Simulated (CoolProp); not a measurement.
Properties of propylene along the isotherm 27.25 °C (Tc = 91.1 °C, pc = 45.55 bar, ω = 0.146).

The numbers come from the reference Helmholtz-energy equation of state, Lemmon 2013 in CoolProp.

```csv
p (bar),phase,density (kg/m³),cp (kJ/(kg K)),cv (kJ/(kg K)),isothermal compressibility (1/MPa),conductivity (mW/(m K)),fugacity coefficient
16.3,liquid,503.8,2.680,1.553,0.007029,111,0.6323
32.5,liquid,509.3,2.624,1.552,0.006248,112,0.3347
48.8,liquid,514.2,2.578,1.551,0.005638,114,0.2352
65.1,liquid,518.7,2.541,1.551,0.005150,116,0.1859
81.3,liquid,522.9,2.510,1.551,0.004750,117,0.1569
97.6,liquid,526.8,2.484,1.552,0.004413,119,0.1377
114,liquid,530.5,2.460,1.552,0.004123,120,0.1242
130,liquid,533.9,2.440,1.553,0.003878,122,0.1146
146,liquid,537.2,2.423,1.554,0.003664,123,0.1073
163,liquid,540.4,2.406,1.555,0.003463,124,0.1013
179,liquid,543.3,2.391,1.556,0.003295,125,0.09699
195,liquid,546.1,2.378,1.557,0.003145,126,0.09355
211,liquid,548.8,2.367,1.558,0.003008,128,0.09082
228,liquid,551.6,2.355,1.559,0.002877,129,0.08854
```

Thermal conductivity comes from a separate model (Huber 2003), an estimate that may be off by 10 % or more.
